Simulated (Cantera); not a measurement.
# Moist CO burnout

An isothermal, constant-pressure homogeneous reactor starts with 0.892 % CO, 1.55 % O2, 6.55 % H2O, 91.0 % N2, at 1050 K and 0.200 bar.

Model: GRI-Mech 3.0 (53 species, 325 reactions), integrated in Cantera.

```csv
t (s),x CO,x O2,x H2O,x O,x HO2,x NO,x CO2
0.000200,0.00892,0.0155,0.0655,1.66e-11,<1e-12,<1e-12,1.85e-11
0.000607,0.00892,0.0155,0.0655,4.70e-11,1.77e-12,<1e-12,6.84e-11
0.00184,0.00892,0.0155,0.0655,1.85e-10,3.55e-11,<1e-12,4.53e-10
0.00558,0.00892,0.0155,0.0655,4.78e-9,2.12e-9,<1e-12,1.66e-8
0.0169,0.00872,0.0154,0.0655,4.11e-5,2.15e-6,3.81e-11,0.000203
0.0514,0.00121,0.0117,0.0655,5.19e-5,1.69e-6,3.04e-8,0.00774
0.156,0.000110,0.0111,0.0658,4.24e-6,5.57e-7,3.21e-8,0.00885
0.473,1.09e-5,0.0111,0.0658,4.30e-7,8.29e-8,3.18e-8,0.00895
1.43,9.19e-7,0.0111,0.0658,5.35e-8,9.94e-9,3.19e-8,0.00896
4.35,5.38e-8,0.0111,0.0658,8.77e-9,1.39e-9,3.21e-8,0.00896
13.2,1.89e-9,0.0111,0.0658,2.00e-9,3.08e-10,3.23e-8,0.00896
40.0,2.21e-10,0.0111,0.0658,6.01e-10,1.34e-10,3.23e-8,0.00896
```
x: mole fraction; the columns are a selection and need not sum to one.

Equilibrium at this temperature and pressure: CO 5.89e-11, O2 0.0111, H2O 0.0658, O 1.58e-10, HO2 1.19e-10, NO 1.31e-5, CO2 0.00896 (gas phase only).
